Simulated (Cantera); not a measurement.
Input (Python, Cantera):

```python
import numpy as np
import cantera as ct

gas = ct.Solution("gri30.yaml")
gas.TPX = 1325, 7100, {'N2O': 1, 'H2O': 0.0089}
reactor = ct.IdealGasConstPressureReactor(gas, energy="off", clone=False)
net = ct.ReactorNet([reactor])
net.rtol, net.atol = 1e-08, 1e-18
show = ['N2O', 'H2O', 'HO2', 'O', 'NO']
times = np.geomspace(0.0001, 90, 14)

steps = ct.SolutionArray(gas, extra=["t"])
rows = []
print(f"{'t/s':>10s}{'T/K':>9s}{'P/Pa':>11s}" + "".join(f"{s:>11s}" for s in show))
for t in times:
    while net.time < t:
        t_next = net.step()
        steps.append(gas.state, t=t_next)
    rows.append([np.interp(t, steps.t, y) for y in (steps.T, steps.P, *steps(*show).X.T)])
    print(f"{t:10.3e}{rows[-1][0]:9.1f}{rows[-1][1]:11.4g}" + "".join(f"{x:11.3e}" for x in rows[-1][2:]))
rate = np.gradient(steps.T, steps.t)
print("integrator steps:", len(steps.t))
if steps.T.max() > steps.T[0] + 200:
    print(f"time of steepest temperature rise: {steps.t[rate.argmax()]:.4e} s")
gas.TPX = 1325, 7100, {'N2O': 1, 'H2O': 0.0089}
gas.equilibrate("TP")
print(f"equilibrium (TP): T = {gas.T:.1f} K  " + "  ".join(f"{s} {gas[s].X[0]:.3e}" for s in show))
```

Output:

```
       t/s      T/K       P/Pa        N2O        H2O        HO2          O         NO
 1.000e-04   1325.0       7100  9.911e-01  8.821e-03  3.979e-09  8.994e-06  3.245e-06
 2.871e-04   1325.0       7100  9.910e-01  8.820e-03  5.392e-08  1.076e-05  1.408e-05
 8.242e-04   1325.0       7100  9.907e-01  8.818e-03  4.993e-07  1.081e-05  4.675e-05
 2.366e-03   1325.0       7100  9.898e-01  8.812e-03  2.866e-06  1.078e-05  1.399e-04
 6.793e-03   1325.0       7100  9.873e-01  8.800e-03  5.796e-06  1.072e-05  3.973e-04
 1.950e-02   1325.0       7100  9.800e-01  8.776e-03  4.290e-06  1.063e-05  1.096e-03
 5.599e-02   1325.0       7100  9.594e-01  8.714e-03  2.547e-06  1.039e-05  3.044e-03
 1.607e-01   1325.0       7100  9.038e-01  8.549e-03  1.267e-06  1.012e-05  8.443e-03
 4.615e-01   1325.0       7100  7.664e-01  8.143e-03  4.953e-07  9.945e-06  2.191e-02
 1.325e+00   1325.0       7100  4.963e-01  7.346e-03  1.524e-07  9.740e-06  4.824e-02
 3.804e+00   1325.0       7100  1.698e-01  6.385e-03  3.519e-08  9.042e-06  7.935e-02
 1.092e+01   1325.0       7100  1.498e-02  5.932e-03  8.420e-09  4.637e-06  9.212e-02
 3.135e+01   1325.0       7100  1.548e-04  5.896e-03  7.302e-09  6.127e-07  9.221e-02
 9.000e+01   1325.0       7100  2.111e-06  5.896e-03  7.446e-09  5.570e-07  9.214e-02
integrator steps: 1857
equilibrium (TP): T = 1325.0 K  N2O 8.604e-09  H2O 5.895e-03  HO2 8.333e-09  O 5.987e-07  NO 5.375e-04
```

Model: GRI-Mech 3.0 (53 species, 325 reactions), integrated in Cantera. GRI-Mech 3.0 was tuned for natural gas; its chemistry of N2O as a main component is partial and can be far from experiment. The mechanism lacks the step 2 NO + O2 → 2 NO2, which can matter for NO2 below about 1400 K. The temperature is held fixed by assumption; the heat of reaction is taken as removed at once.
